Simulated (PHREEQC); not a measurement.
Dissolve 0.0196 mol Pb(NO3)2, 5e-05 mol HCl and 0.0076 mol Na2SO4 per kg of water at 28 °C. Closed to the air; pH follows from the charge balance.

All values are PHREEQC results (ion-association model, phreeqc.dat), not measurements.

Task: The ionic strength comes out as 0.0587 mol/kgw. What activity coefficients do PbOH+, NO3-, SO4-2, HSO4-, Cl- get?

Result: PbOH+ 0.81, NO3- 0.79, SO4-2 0.44, HSO4- 0.81, Cl- 0.80.

No solid was allowed to form. Examples of supersaturated solids here: Anglesite. Others may be too. Complexes and solids missing from the database can't appear.
